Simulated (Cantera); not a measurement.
An isothermal, constant-pressure homogeneous reactor starts with 62.1 % NO, 37.9 % N₂, at 1975 K and 0.0168 atm.

Cantera simulation using GRI-Mech 3.0 (53 species, 325 reactions); the numbers are that mechanism's predictions, not measurements. Radical loss at walls, strong at low pressure, is not modelled.

x: mole fraction; the columns are a selection and need not sum to one.

```csv
t (s),x NO,x O₂,x N₂O,x N₂,x NO₂,x O
0.000400,0.621,7.31e-9,2.52e-6,0.379,7.99e-9,2.55e-6
0.000987,0.621,4.41e-8,6.15e-6,0.379,4.62e-8,6.32e-6
0.00243,0.621,2.73e-7,1.48e-5,0.379,2.57e-7,1.58e-5
0.00600,0.621,?,?,0.379,?,?
0.0148,0.621,1.21e-5,7.23e-5,0.379,4.93e-6,0.000107
0.0365,0.620,9.19e-5,0.000123,0.379,1.26e-5,0.000274
0.0900,0.619,0.000586,0.000143,0.380,1.94e-5,0.000510
0.222,0.615,0.00235,0.000135,0.381,2.30e-5,0.000608
0.548,0.606,0.00700,0.000128,0.386,2.87e-5,0.000680
1.35,0.582,0.0192,0.000111,0.398,4.00e-5,0.000831
3.33,0.516,0.0515,7.96e-5,0.431,5.70e-5,0.00113
8.22,0.361,0.129,3.38e-5,0.508,6.45e-5,0.00161
20.3,?,?,?,0.622,?,?
50.0,0.0243,0.297,1.68e-7,0.676,6.77e-6,0.00232
```

Q: Complete the blanks.

A: 
- 0.00600, x O₂: 1.74e-6
- 0.00600, x N₂O: 3.42e-5
- 0.00600, x NO₂: 1.27e-6
- 0.00600, x O: 4.04e-5
- 20.3, x NO: 0.133
- 20.3, x O₂: 0.242
- 20.3, x N₂O: 4.08e-6
- 20.3, x NO₂: 3.34e-5
- 20.3, x O: 0.00212
